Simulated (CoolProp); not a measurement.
Vapour-liquid equilibrium of ethanol (1) + o-xylene (2) at 0.275 MPa; x and y are mole fractions of (1).

Model: multi-fluid Helmholtz-energy mixture model, Schroeder 2014 and Zhou 2012; pair parameters Bell 2016, in CoolProp.

```json
[
 {"x": "0.05", "bubble temperature, mixture model (K)": "427.5", "bubble temperature, Raoult's law (K)": "445.5", "y, mixture model": "___", "y, Raoult's law": "0.304"},
 {"x": "0.15", "bubble temperature, mixture model (K)": "403.0", "bubble temperature, Raoult's law (K)": "427.4", "y, mixture model": "0.766", "y, Raoult's law": "0.596"},
 {"x": "0.25", "bubble temperature, mixture model (K)": "394.3", "bubble temperature, Raoult's law (K)": "415.7", "y, mixture model": "0.828", "y, Raoult's law": "0.737"},
 {"x": "0.35", "bubble temperature, mixture model (K)": "390.3", "bubble temperature, Raoult's law (K)": "407.2", "y, mixture model": "0.855", "y, Raoult's law": "0.819"},
 {"x": "0.45", "bubble temperature, mixture model (K)": "388.0", "bubble temperature, Raoult's law (K)": "400.6", "y, mixture model": "0.870", "y, Raoult's law": "0.873"},
 {"x": "0.55", "bubble temperature, mixture model (K)": "___", "bubble temperature, Raoult's law (K)": "395.3", "y, mixture model": "0.883", "y, Raoult's law": "0.911"},
 {"x": "0.65", "bubble temperature, mixture model (K)": "___", "bubble temperature, Raoult's law (K)": "390.8", "y, mixture model": "___", "y, Raoult's law": "0.940"},
 {"x": "0.75", "bubble temperature, mixture model (K)": "383.4", "bubble temperature, Raoult's law (K)": "386.9", "y, mixture model": "0.916", "y, Raoult's law": "0.962"},
 {"x": "0.85", "bubble temperature, mixture model (K)": "___", "bubble temperature, Raoult's law (K)": "383.6", "y, mixture model": "0.941", "y, Raoult's law": "0.980"},
 {"x": "0.95", "bubble temperature, mixture model (K)": "380.1", "bubble temperature, Raoult's law (K)": "380.6", "y, mixture model": "0.977", "y, Raoult's law": "0.994"}
]
```

Problem. Fill in the missing entries.

Solution. 
- 0.05, y, mixture model: 0.524
- 0.55, bubble temperature, mixture model (K): 386.4
- 0.65, bubble temperature, mixture model (K): 384.9
- 0.65, y, mixture model: 0.898
- 0.85, bubble temperature, mixture model (K): 381.7

The largest gap from Raoult's law is -24.4 K in bubble temperature, at x = 0.15. No azeotrope shows between x = 0.05 and 0.95.

Pair parameters are fitted to limited data, so mixtures are less certain than the pure fluids. With so large a gap from Raoult's law the liquid may split in two, which this calculation doesn't test in full.
